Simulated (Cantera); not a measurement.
An isothermal, constant-pressure homogeneous reactor starts with 0.990 % H2, 99.0 % O2, equivalence ratio 0.0050, at 923 K and 0.0150 bar.

Detailed kinetics in Cantera: GRI-Mech 3.0 (53 species, 325 reactions). Radical loss at walls, strong at low pressure, is not modelled. Below about 950 K walls govern HO2 and H2O2 in real vessels.

x: mole fraction; the columns are a selection and need not sum to one.

| t (s) | x H2 | x O2 | x HO2 | x OH | x H | x H2O |
|---|---|---|---|---|---|---|
| 3.00e-6 | 0.00990 | 0.990 | <1e-12 | <1e-12 | <1e-12 | <1e-12 |
| 1.70e-5 | 0.00990 | 0.990 | <1e-12 | <1e-12 | <1e-12 | <1e-12 |
| 9.59e-5 | 0.00990 | 0.990 | 1.05e-12 | <1e-12 | <1e-12 | <1e-12 |
| 0.000542 | 0.00990 | 0.990 | 6.06e-12 | 3.30e-12 | 2.88e-12 | 1.38e-12 |
| 0.00306 | 0.00990 | 0.990 | 3.83e-11 | 5.73e-11 | 2.61e-11 | 1.14e-10 |
| 0.0173 | 0.00990 | 0.990 | … | 1.62e-6 | 7.01e-7 | 4.40e-6 |
| 0.0979 | 3.76e-5 | 0.989 | … | 0.000102 | 4.45e-5 | 0.00983 |
| 0.554 | 1.21e-6 | 0.990 | … | 2.04e-5 | 4.99e-7 | 0.00994 |
| 3.13 | 4.34e-8 | 0.990 | … | 4.43e-6 | 4.84e-9 | 0.00995 |
| 17.7 | 1.54e-9 | 0.990 | … | 1.19e-6 | 9.19e-11 | 0.00995 |
| 100 | 1.22e-10 | 0.990 | 4.41e-10 | 4.03e-7 | 3.58e-12 | 0.00995 |

Q: What belongs in the gaps?

A: 
- 0.0173, x HO2: 1.61e-7
- 0.0979, x HO2: 1.81e-6
- 0.554, x HO2: 3.35e-7
- 3.13, x HO2: 3.63e-8
- 17.7, x HO2: 3.47e-9
